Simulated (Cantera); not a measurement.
Input: 1 mol FeS, 5.6 mol H₂, at 1525 K and 1 atm.

These are equilibrium values from Cantera (NASA tables, ideal gas, pure condensed phases), not measurements of a reactor. Candidate condensed phases: Fe, FeS, FeS₂, S; 8 gas species. Metal and sulfide melt together well below either melting point, which pure phases cannot show. Mutual solubility and eutectic melting of coexisting phases are not modelled. FeS: taken at fixed stoichiometry. Equilibrium is a limit: real reactors are often held back by kinetics, nucleation or transport.

Base state: H₂ 0.985, H₂S 0.0153, SH 8.47e-5, H 2.33e-5, S₂ 2.28e-5 (mole fractions); condensed: Fe(γ) + FeS(l).

**Question.** What changes in the equilibrium state with this change: FeS replaced by Ta₂O₅?

**Answer.** 
```
species         before     after
-------------  -------  --------
H₂               0.985     1.000
H₂O                  0  0.000115
H              2.33e-5   2.35e-5
H₂S             0.0153         0
SH             8.47e-5         0
S₂             2.28e-5         0
Fe(γ), mol      0.0863         0
FeS(l), mol      0.914         0
Ta(s), mol           0  0.000256
Ta₂O₅(s), mol        0     1.000
```
Condensed phases not in the tables: N, O or C dissolved in the metal. Further candidate phases: H₂O, Ta, Ta₂O₅.
